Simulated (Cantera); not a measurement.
Charge: 1 mol BF₃, 0.23 mol H₂O, equilibrated at 10.0 Torr.

Method: chemical equilibrium by Gibbs-energy minimisation in Cantera with the NASA 1993 tables (ideal gas, pure condensed phases). Candidate condensed phases: B, B₂O₃, B₃O₃H₃, H₂O; 43 gas species. The tables' values for BF₂ are old estimates; treat these amounts as uncertain. Gases not in the tables: H₃BO₃. The numbers say what is thermodynamically allowed, not how fast it happens.

x: gas mole fraction; nothing condenses.

| T (K) | x BF₃ | x HF | x BOF | x F | x BF₂ | x H₂O | x B₃O₃F₃ |
|---|---|---|---|---|---|---|---|
| 1398 | 0.549 | 0.298 | 0.138 | 3.52e-8 | 7.58e-7 | 0.0105 | (withheld) |
| 1498 | 0.534 | 0.309 | 0.153 | 2.61e-7 | 3.67e-6 | 0.00339 | (withheld) |
| 1598 | 0.529 | 0.313 | 0.156 | 1.58e-6 | 1.41e-5 | 0.00111 | (withheld) |
| 1698 | 0.528 | 0.314 | 0.157 | 8.17e-6 | 4.38e-5 | 0.000400 | (withheld) |
| 1798 | 0.528 | 0.315 | 0.157 | 3.68e-5 | 0.000115 | 0.000161 | (withheld) |
| 1898 | 0.527 | 0.315 | 0.157 | 0.000141 | 0.000273 | 7.11e-5 | (withheld) |
| 1998 | 0.527 | 0.315 | 0.157 | 0.000451 | 0.000622 | 3.41e-5 | (withheld) |
| 2098 | 0.525 | 0.314 | 0.157 | 0.00122 | 0.00139 | 1.75e-5 | (withheld) |
| 2198 | 0.523 | 0.314 | 0.157 | 0.00288 | 0.00299 | 9.60e-6 | (withheld) |
| 2298 | 0.518 | 0.313 | 0.156 | 0.00616 | 0.00613 | 5.53e-6 | (withheld) |
| 2398 | 0.509 | 0.310 | 0.155 | 0.0122 | 0.0119 | 3.33e-6 | (withheld) |

Problem. Some entries are withheld; supply them.

Solution. 
- 1398, x B₃O₃F₃: 0.00300
- 1498, x B₃O₃F₃: 0.000182
- 1598, x B₃O₃F₃: 1.28e-5
- 1698, x B₃O₃F₃: 1.19e-6
- 1798, x B₃O₃F₃: 1.44e-7
- 1898, x B₃O₃F₃: 2.18e-8
- 1998, x B₃O₃F₃: 4.02e-9
- 2098, x B₃O₃F₃: 8.73e-10
- 2198, x B₃O₃F₃: 2.18e-10
- 2298, x B₃O₃F₃: 6.16e-11
- 2398, x B₃O₃F₃: 1.92e-11
